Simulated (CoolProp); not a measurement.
Vapour-liquid equilibrium of isobutene (1) + n-octane (2) at 17.8 kPa; x and y are mole fractions of (1).

The numbers come from the multi-fluid Helmholtz-energy mixture model, Lemmon 2005 and Beckmüller 2019; pair parameters Bell 2016 in CoolProp.

```
x      bubble temperature, mixture model (K)  bubble temperature, Raoult's law (K)  y, mixture model  y, Raoult's law
-----  -------------------------------------  ------------------------------------  ----------------  ---------------
0.05                                   299.4                                 299.5             0.891            0.892
0.125                                  273.8                                 274.6             0.979            0.979
0.2                                    262.0                                 262.7             0.992            0.992
0.275                                  254.8                                 255.1             0.996            0.996
0.35                                   249.5                                 249.7             0.998            0.998
0.425                                  245.5                                 245.5             0.998            0.999
0.5                                    242.1                                 242.2             0.999            0.999
0.575                                  239.3                                 239.3             0.999            0.999
0.65                                   236.9                                 236.9             1.000            1.000
0.725                                  234.8                                 234.8             1.000            1.000
0.8                                    233.0                                 232.9             1.000            1.000
0.875                                  231.3                                 231.3             1.000            1.000
0.95                                   229.8                                 229.8             1.000            1.000
```

The largest gap from Raoult's law is -0.8 K in bubble temperature, at x = 0.125. No azeotrope shows between x = 0.05 and 0.95.

Pair parameters are fitted to limited data, so mixtures are less certain than the pure fluids.
